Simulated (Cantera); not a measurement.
A Cantera script and its output.

```python
import numpy as np
import cantera as ct

gas = ct.Solution("h2o2.yaml")
gas.TPX = 800, 14000, {'H2': 0.58, 'O2': 1, 'N2': 1.8}
reactor = ct.IdealGasConstPressureReactor(gas, energy="off", clone=False)
net = ct.ReactorNet([reactor])
net.rtol, net.atol = 1e-08, 1e-18
show = ['H2', 'O2', 'HO2', 'OH', 'H', 'O', 'H2O2']
times = np.geomspace(0.0001, 80, 13)

steps = ct.SolutionArray(gas, extra=["t"])
rows = []
print(f"{'t/s':>10s}{'T/K':>9s}{'P/Pa':>11s}" + "".join(f"{s:>11s}" for s in show))
for t in times:
    while net.time < t:
        t_next = net.step()
        steps.append(gas.state, t=t_next)
    rows.append([np.interp(t, steps.t, y) for y in (steps.T, steps.P, *steps(*show).X.T)])
    print(f"{t:10.3e}{rows[-1][0]:9.1f}{rows[-1][1]:11.4g}" + "".join(f"{x:11.3e}" for x in rows[-1][2:]))
rate = np.gradient(steps.T, steps.t)
print("integrator steps:", len(steps.t))
if steps.T.max() > steps.T[0] + 200:
    print(f"time of steepest temperature rise: {steps.t[rate.argmax()]:.4e} s")
gas.TPX = 800, 14000, {'H2': 0.58, 'O2': 1, 'N2': 1.8}
gas.equilibrate("TP")
print(f"equilibrium (TP): T = {gas.T:.1f} K  " + "  ".join(f"{s} {gas[s].X[0]:.3e}" for s in show))
```

Result:

```
       t/s      T/K       P/Pa         H2         O2        HO2         OH          H          O       H2O2
 1.000e-04    800.0    1.4e+04  1.716e-01  2.959e-01  7.360e-13  1.185e-14  4.196e-13  5.263e-14  3.058e-17
 3.104e-04    800.0    1.4e+04  1.716e-01  2.959e-01  3.316e-12  3.967e-14  1.157e-12  2.138e-13  3.944e-16
 9.635e-04    800.0    1.4e+04  1.716e-01  2.959e-01  1.930e-11  1.181e-13  3.219e-12  6.720e-13  6.494e-15
 2.991e-03    800.0    1.4e+04  1.716e-01  2.959e-01  1.309e-10  2.996e-13  7.988e-12  1.731e-12  1.313e-13
 9.283e-03    800.0    1.4e+04  1.716e-01  2.959e-01  8.151e-10  5.630e-13  1.492e-11  3.267e-12  2.647e-12
 2.882e-02    800.0    1.4e+04  1.716e-01  2.959e-01  4.190e-09  9.182e-13  2.431e-11  5.331e-12  4.472e-11
 8.944e-02    800.0    1.4e+04  1.716e-01  2.959e-01  2.880e-08  3.163e-12  8.368e-11  1.835e-11  8.329e-10
 2.776e-01    800.0    1.4e+04  1.716e-01  2.959e-01  1.523e-06  1.893e-10  4.798e-09  1.050e-09  1.336e-07
 8.618e-01    800.0    1.4e+04  1.143e-01  2.737e-01  3.329e-06  2.121e-10  2.437e-09  7.332e-10  5.890e-05
 2.675e+00    800.0    1.4e+04  1.142e-01  2.737e-01  3.829e-06  2.854e-10  3.211e-09  9.640e-10  7.962e-05
 8.303e+00    800.0    1.4e+04  1.137e-01  2.735e-01  5.567e-06  6.414e-10  6.739e-09  2.007e-09  1.777e-04
 2.577e+01    800.0    1.4e+04  1.093e-01  2.716e-01  1.002e-05  2.532e-09  2.126e-08  6.221e-09  6.685e-04
 8.000e+01    800.0    1.4e+04  8.497e-02  2.622e-01  1.063e-05  3.615e-09  2.073e-08  7.189e-09  8.617e-04
integrator steps: 1579
equilibrium (TP): T = 800.0 K  H2 5.459e-14  O2 2.298e-01  HO2 1.534e-11  OH 2.005e-09  H 1.821e-18  O 1.029e-13  H2O2 3.905e-12
```

Model: the H2/O2 subset of GRI-Mech 3.0, which has no nitrogen chemistry, integrated in Cantera. Radical loss at walls, strong at low pressure, is not modelled. Below about 950 K walls govern HO2 and H2O2 in real vessels. The temperature is held fixed by assumption; the heat of reaction is taken as removed at once.
